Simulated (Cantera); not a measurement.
A closed system holds: 1 mol Fe₂O₃, a varied amount of H₂, 0.62 mol H₂O, at 9.10 mbar.

These are equilibrium values from Cantera (NASA tables, ideal gas, pure condensed phases), not measurements of a reactor. Candidate condensed phases: Fe, FeO, Fe(OH)₂, Fe(OH)₃, Fe₂O₃, Fe₃O₄, H₂O; 12 gas species. Each liquid is taken as pure. Mutual solubility and eutectic melting of coexisting phases are not modelled. The tables' stoichiometric FeO is somewhat more stable than real wüstite, so its field is too wide. FeO: taken at fixed stoichiometry. Rates play no part.

**Question.** What condenses at these points (T in °C, n(H₂) in mol): (1700, 10); (1600, 5.2); (1800, 42); (1800, 30); (1600, 42); (1900, 30); (1850, 7.4)?

**Answer.** 
```
T (°C)  n(H₂) in mol  condensed phases  Fe condensed (%)
------  ------------  ----------------  ----------------
1700              10          Fe + FeO              83.6
1600             5.2          Fe + FeO              97.4
1800              42          gas only               0.0
1800              30          gas only               0.0
1600              42                Fe              81.2
1900              30          gas only               0.0
1850             7.4               FeO              39.4
```
